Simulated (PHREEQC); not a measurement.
A solution holds 21 mmol/kgw ZnSO4, 3.5 mmol/kgw MgSO4 and 0.043 mmol/kgw Na2SO4, at 25 °C. Closed to the air; pH follows from the charge balance.

All values are PHREEQC results (ion-association model, wateq4f.dat), not measurements.

Problem. The ionic strength comes out as 0.0575 mol/kgw. What activity coefficients do HSO4-, SO4-2, Zn+2, NaSO4-, Mg+2 get?

Solution. HSO4- 0.81, SO4-2 0.44, Zn+2 0.47, NaSO4- 0.82, Mg+2 0.47.

This is a speciation only: nothing precipitates in the calculation.
